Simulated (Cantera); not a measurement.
Calcination and drying: MgSO₄ + CO₂ + H₂O

Feed: 1 mol MgSO₄, 0.4 mol CO₂, 0.076 mol H₂O, held at 133 Pa.

These are equilibrium values from Cantera (NASA tables, ideal gas, pure condensed phases), not measurements of a reactor. Candidate condensed phases: C, C₆H₆, C₇H₈, C₈H₁₈, H₂O, H₂SO₄, Mg, MgCO₃, MgO, Mg(OH)₂, MgS, MgSO₄, S; 130 gas species. Rates play no part.

From 1075 °C to 1675 °C the condensed part is MgO(s).

```csv
T (°C),x SO₂,x O₂,x CO₂,x H₂O,x CO,x O,x OH,n MgO(s)
1075,0.505,0.253,0.203,0.0384,4.26e-6,5.62e-6,6.10e-5,1.00
1125,0.506,0.253,0.202,0.0384,1.05e-5,1.26e-5,0.000103,1.00
1175,0.506,0.253,0.202,0.0384,2.41e-5,2.69e-5,0.000166,1.00
1225,0.506,0.253,0.202,0.0383,5.24e-5,5.43e-5,0.000261,1.00
1275,0.506,0.253,0.202,0.0383,0.000108,0.000105,0.000398,1.00
1325,0.506,0.253,0.202,0.0381,0.000214,0.000195,0.000590,1.00
1375,0.506,0.253,0.202,0.0380,0.000405,0.000349,0.000854,1.00
1425,0.505,0.253,0.201,0.0378,0.000737,0.000602,0.00121,1.00
1475,0.505,0.252,0.201,0.0375,0.00129,0.00101,0.00167,1.000
1525,0.504,0.252,0.200,0.0371,0.00219,0.00164,0.00227,1.000
1575,0.503,0.252,0.198,0.0365,0.00360,0.00260,0.00303,1.000
1625,0.501,0.252,0.195,0.0358,0.00573,0.00403,0.00396,1.000
1675,0.498,0.252,0.191,0.0348,0.00884,0.00611,0.00510,1.000
```
x: gas mole fraction; n: condensed amount in mol.
